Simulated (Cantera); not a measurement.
# Adiabatic ignition

An adiabatic, constant-volume homogeneous reactor starts with 1.69 % C₃H₈, 20.6 % O₂, 77.7 % N₂, at 1298 K and 1.01 bar.

Detailed kinetics in Cantera: GRI-Mech 3.0 (53 species, 325 reactions). GRI-Mech 3.0 was tuned for natural gas; its chemistry of propane as a main component is partial and can be far from experiment.

```json
[
 {"t (s)": "1.00e-6", "T (K)": "1298", "P (bar)": "1.01", "x C₃H₈": "0.0169", "x O₂": "0.206", "x CH₄": "1.05e-9", "x CH₂CO": "<1e-12", "x HCO": "<1e-12", "x C₂H₄": "2.47e-7", "x NO₂": "<1e-12"},
 {"t (s)": "3.74e-6", "T (K)": "1298", "P (bar)": "1.01", "x C₃H₈": "0.0169", "x O₂": "0.206", "x CH₄": "1.60e-8", "x CH₂CO": "5.42e-12", "x HCO": "<1e-12", "x C₂H₄": "2.79e-6", "x NO₂": "<1e-12"},
 {"t (s)": "1.40e-5", "T (K)": "1298", "P (bar)": "1.01", "x C₃H₈": "0.0169", "x O₂": "0.206", "x CH₄": "2.78e-7", "x CH₂CO": "5.59e-10", "x HCO": "8.96e-12", "x C₂H₄": "1.88e-5", "x NO₂": "<1e-12"},
 {"t (s)": "5.23e-5", "T (K)": "1297", "P (bar)": "1.01", "x C₃H₈": "0.0168", "x O₂": "0.206", "x CH₄": "4.78e-6", "x CH₂CO": "3.88e-8", "x HCO": "4.59e-10", "x C₂H₄": "0.000114", "x NO₂": "<1e-12"},
 {"t (s)": "0.000196", "T (K)": "1298", "P (bar)": "1.01", "x C₃H₈": "0.0161", "x O₂": "0.206", "x CH₄": "6.55e-5", "x CH₂CO": "2.84e-6", "x HCO": "1.01e-8", "x C₂H₄": "0.000828", "x NO₂": "<1e-12"},
 {"t (s)": "0.000731", "T (K)": "1322", "P (bar)": "1.04", "x C₃H₈": "0.0103", "x O₂": "0.201", "x CH₄": "0.000660", "x CH₂CO": "0.000227", "x HCO": "6.22e-7", "x C₂H₄": "0.00633", "x NO₂": "<1e-12"},
 {"t (s)": "0.00273", "T (K)": "2382", "P (bar)": "1.90", "x C₃H₈": "<1e-12", "x O₂": "0.118", "x CH₄": "<1e-12", "x CH₂CO": "<1e-12", "x HCO": "1.41e-10", "x C₂H₄": "<1e-12", "x NO₂": "8.71e-7"},
 {"t (s)": "0.0102", "T (K)": "2376", "P (bar)": "1.89", "x C₃H₈": "<1e-12", "x O₂": "0.116", "x CH₄": "<1e-12", "x CH₂CO": "<1e-12", "x HCO": "1.33e-10", "x C₂H₄": "<1e-12", "x NO₂": "3.68e-6"},
 {"t (s)": "0.0382", "T (K)": "2363", "P (bar)": "1.88", "x C₃H₈": "<1e-12", "x O₂": "0.114", "x CH₄": "<1e-12", "x CH₂CO": "<1e-12", "x HCO": "1.16e-10", "x C₂H₄": "<1e-12", "x NO₂": "9.67e-6"},
 {"t (s)": "0.143", "T (K)": "2356", "P (bar)": "1.88", "x C₃H₈": "<1e-12", "x O₂": "0.112", "x CH₄": "<1e-12", "x CH₂CO": "<1e-12", "x HCO": "1.08e-10", "x C₂H₄": "<1e-12", "x NO₂": "1.31e-5"},
 {"t (s)": "0.535", "T (K)": "2356", "P (bar)": "1.88", "x C₃H₈": "<1e-12", "x O₂": "0.112", "x CH₄": "<1e-12", "x CH₂CO": "<1e-12", "x HCO": "1.07e-10", "x C₂H₄": "<1e-12", "x NO₂": "1.31e-5"},
 {"t (s)": "2.00", "T (K)": "2356", "P (bar)": "1.88", "x C₃H₈": "<1e-12", "x O₂": "0.112", "x CH₄": "<1e-12", "x CH₂CO": "<1e-12", "x HCO": "1.07e-10", "x C₂H₄": "<1e-12", "x NO₂": "1.31e-5"}
]
```
x: mole fraction; the columns are a selection and need not sum to one.

```json
{
  "time_of_steepest_temperature_rise": "0.843 ms",
  "temperature at 2.00 s": "2356 K",
  "equilibrium_temperature": "2356 K",
  "x(C₃H₈) at 2.00 s": "<1e-12 (gas-phase equilibrium <1e-12)",
  "x(O₂) at 2.00 s": "0.112 (gas-phase equilibrium 0.112)",
  "x(CH₄) at 2.00 s": "<1e-12 (gas-phase equilibrium <1e-12)"
}
```
